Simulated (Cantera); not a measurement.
Input: 1 mol Ti, 0.63 mol C3H8, 11 mol N2, equilibrated at 14.0 Pa.

These are equilibrium values from Cantera (NASA tables, ideal gas, pure condensed phases), not measurements of a reactor. Candidate condensed phases: C, C6H6, C7H8, C8H18, Ti, TiC, TiN; 93 gas species. TiC: taken at fixed stoichiometry. Rates play no part. All values below are at 1425 °C.

Base state: N2 0.811, H2 0.183, H 0.00522, HCN 0.00139, HNC 4.15e-5, C2H2 (acetylene) 1.32e-5 (mole fractions); condensed: C(graphite) + TiC(s).

**Question.** What changes in the equilibrium state with this change: C3H8 from 0.63 to 0.34 mol?

**Answer.** 
```csv
species,before,after
N2,0.811,0.888
H2,0.183,0.107
H,0.00522,0.00400
C2H2 (acetylene),1.32e-5,7.73e-6
HNC,4.15e-5,3.33e-5
HCN,0.00139,0.00112
"C(graphite), mol",0.870,0.00555
"TiC(s), mol",1.00,1.00
```
